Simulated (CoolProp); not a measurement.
n-hexane at 417.38 K and 0.179 MPa is compressed adiabatically to 1.22 MPa with isentropic efficiency 0.8. Each further row changes one setting.

Values from CoolProp's reference Helmholtz-energy equation of state, Thol 2019.

```tsv
case	work (kJ/kg)	final temperature (K)	final density (kg/m³)
as stated	90.0	469.3	34.6
efficiency 1	72.0	462.7	35.8
efficiency 0.65	111	477.0	33.4
```
